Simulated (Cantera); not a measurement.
Feed: 1 mol C6H6, 0.9 mol NH3, 30 mol H2, held at 2223.15 K.

These are equilibrium values from Cantera (NASA tables, ideal gas, pure condensed phases), not measurements of a reactor. Candidate condensed phases: C, C6H6, C7H8, C8H18; 92 gas species. Kinetics and transport are ignored.

Q: At 10.0 Pa, list the 5 most abundant gas species with their mole fractions, and the condensed phases.

A: H2 0.523, H 0.464, N2 0.00871, HCN 0.00219, C2H2 (acetylene) 0.00152. Condensed: C(graphite).
